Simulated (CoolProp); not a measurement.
Properties of p-xylene along the isobar 0.101 MPa.

Values from CoolProp's reference Helmholtz-energy equation of state, Zhou 2012.

| T (K) | phase | isothermal compressibility (1/MPa) | conductivity (mW/(m K)) |
|---|---|---|---|
| 385 | liquid | ? | 105 |
| 392.8 | liquid | 0.001856 | ? |
| 400.6 | liquid | ? | 102 |
| 408.4 | liquid | ? | 100 |
| 416.2 | gas | 10.39 | 20.8 |
| 423.9 | gas | ? | 21.6 |
| 431.7 | gas | 10.32 | 22.5 |
| 439.5 | gas | 10.29 | 23.3 |
| 447.3 | gas | 10.26 | 24.2 |
| 455.1 | gas | 10.23 | 25.0 |
| 462.9 | gas | 10.21 | 25.9 |
| 470.7 | gas | ? | 26.7 |
| 478.5 | gas | ? | 27.6 |

### Question
Complete the blanks.

### Answer

- 385, isothermal compressibility (1/MPa): 0.001731
- 392.8, conductivity (mW/(m K)): 104
- 400.6, isothermal compressibility (1/MPa): 0.001993
- 408.4, isothermal compressibility (1/MPa): 0.002146
- 423.9, isothermal compressibility (1/MPa): 10.35
- 470.7, isothermal compressibility (1/MPa): 10.19
- 478.5, isothermal compressibility (1/MPa): 10.17

Thermal conductivity comes from a separate model (Mylona 2014).
